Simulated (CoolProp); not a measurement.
R245ca along the isobar 862 kPa: density (kg/m³) from the reference equation and from simpler models built on Tc = 447.6 K, pc = 3941 kPa, ω = 0.355; each cubic takes its own stable root.

Values from CoolProp's reference Helmholtz-energy equation of state, Zhou 2016.

```csv
T (K),phase,reference
286,liquid,1419
298.6,liquid,1388
311.2,liquid,1356
323.8,liquid,1323
336.4,liquid,1288
349.1,liquid,1250
361.7,liquid,1210
374.3,gas,44.61
386.9,gas,42.01
399.5,gas,39.84
412.1,gas,37.96
424.8,gas,36.31
437.4,gas,34.84
450,gas,33.53
```

**Question.** How far does each simpler model (van der Waals, Redlich-Kwong, Soave-Redlich-Kwong, Peng-Robinson) lie from the reference over these 14 states: mean and median of the absolute difference, and the worst?

**Answer.** 
- van der Waals: mean 37.7 %, median 23.2 %, worst -96.4 % at 361.7 K and 862 kPa
- Redlich-Kwong: mean 13.2 %, median 7.7 %, worst -96.2 % at 361.7 K and 862 kPa
- Soave-Redlich-Kwong: mean 4.5 %, median 4.6 %, worst -9.7 % at 361.7 K and 862 kPa
- Peng-Robinson: mean 2.2 %, median 1.6 %, worst +4.4 % at 298.6 K and 862 kPa

At some of these states van der Waals, Redlich-Kwong gives the other phase, because its saturation line lies elsewhere.
